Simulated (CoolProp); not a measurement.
The fluid at 318.7 K and 0.513 MPa is throttled through a valve to 0.0612 MPa with no heat exchange. The same conditions are run with several fluids, on thermodynamics alone (safety and materials aside).

Model: reference Helmholtz-energy equation of state of each fluid (n-decane: Lemmon 2006; tetradecamethylhexasiloxane (MD4M): Thol 2019; dodecamethylcyclohexasiloxane (D6): Colonna 2008; n-perfluoropentane: Gao 2022; cyclopentane: Gedanitz 2015), in CoolProp.

| fluid | temperature change (K) | final phase | final density (kg/m³) |
|---|---|---|---|
| n-decane | +0.2 | liquid | ? |
| tetradecamethylhexasiloxane (MD4M) | +0.2 | liquid | 867 |
| dodecamethylcyclohexasiloxane (D6) | +0.2 | liquid | ? |
| n-perfluoropentane | -29.3 | two-phase, vapour fraction 0.330 | 22.9 |
| cyclopentane | ? | two-phase, vapour fraction 0.052 | 31.7 |

Problem. Complete the blanks.

Solution. 
- n-decane, final density (kg/m³): 710
- dodecamethylcyclohexasiloxane (D6), final density (kg/m³): 946
- cyclopentane, temperature change (K): -10.8
